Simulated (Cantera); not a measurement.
Feed: 1 mol B2H6, 0.45 mol NH3, at 1.33 mbar.

Method: chemical equilibrium by Gibbs-energy minimisation in Cantera with the NASA 1993 tables (ideal gas, pure condensed phases). Candidate condensed phases: B, BN; 15 gas species. The feed counts by its element totals alone. Mutual solubility and eutectic melting of coexisting phases are not modelled. Rates play no part.

Task: Which condensed phases are stable at each of these points (T (°C)): 1050, 1125, 1200, 1275, 1350, 1425, 1500, 1575, 1650, 1725, 1800, 1875?

Result: 
```json
[
 {"T (°C)": "1050", "condensed phases": "B(s) + BN(s)", "B condensed (%)": "100.0"},
 {"T (°C)": "1125", "condensed phases": "B(s) + BN(s)", "B condensed (%)": "100.0"},
 {"T (°C)": "1200", "condensed phases": "B(s) + BN(s)", "B condensed (%)": "100.0"},
 {"T (°C)": "1275", "condensed phases": "B(s) + BN(s)", "B condensed (%)": "100.0"},
 {"T (°C)": "1350", "condensed phases": "B(s) + BN(s)", "B condensed (%)": "100.0"},
 {"T (°C)": "1425", "condensed phases": "B(s) + BN(s)", "B condensed (%)": "100.0"},
 {"T (°C)": "1500", "condensed phases": "B(s) + BN(s)", "B condensed (%)": "100.0"},
 {"T (°C)": "1575", "condensed phases": "B(s) + BN(s)", "B condensed (%)": "100.0"},
 {"T (°C)": "1650", "condensed phases": "B(s) + BN(s)", "B condensed (%)": "99.9"},
 {"T (°C)": "1725", "condensed phases": "B(s)", "B condensed (%)": "99.9"},
 {"T (°C)": "1800", "condensed phases": "B(s)", "B condensed (%)": "99.8"},
 {"T (°C)": "1875", "condensed phases": "B(s)", "B condensed (%)": "99.6"}
]
```

From 1050 °C to 1650 °C the condensed part is B(s) + BN(s). From 1725 °C to 1875 °C the condensed part is B(s).
